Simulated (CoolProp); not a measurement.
Vapour-liquid equilibrium of hydrogen sulfide (1) + n-pentane (2) at 0.966 MPa; x and y are mole fractions of (1).

Values from CoolProp's multi-fluid Helmholtz-energy mixture model, Lemmon 2006 and Thol 2019; pair parameters Kunz 2012.

| x | bubble temperature (K) | y at the bubble point | dew temperature at overall composition x (K) | liquid density (mol/L) |
|---|---|---|---|---|
| 0.05 | 378.0 | 0.301 | 393.4 | 7.540 |
| 0.15 | 341.3 | [?] | 387.5 | 8.681 |
| 0.25 | 315.3 | 0.880 | 381.3 | 9.753 |
| 0.35 | 300.1 | [?] | [?] | 10.78 |
| 0.45 | 291.4 | 0.957 | 367.4 | 11.87 |
| 0.55 | 286.1 | 0.968 | 359.2 | 13.10 |
| 0.65 | 282.4 | 0.975 | [?] | 14.58 |
| 0.75 | 279.2 | 0.982 | 337.8 | 16.46 |
| 0.85 | [?] | 0.988 | 321.7 | 18.94 |
| 0.95 | 272.7 | 0.996 | 294.2 | 22.36 |

Problem. Some entries are withheld; supply them.

Solution. 
- 0.15, y at the bubble point: 0.723
- 0.35, y at the bubble point: 0.934
- 0.35, dew temperature at overall composition x (K): 374.7
- 0.65, dew temperature at overall composition x (K): 349.6
- 0.85, bubble temperature (K): 276.0

No azeotrope shows between x = 0.05 and 0.95.

Pair parameters are fitted to limited data, so mixtures are less certain than the pure fluids. The gap from Raoult's law changes sign with composition, which may be real or a fault of the pair parameters; it wasn't checked against measurements.
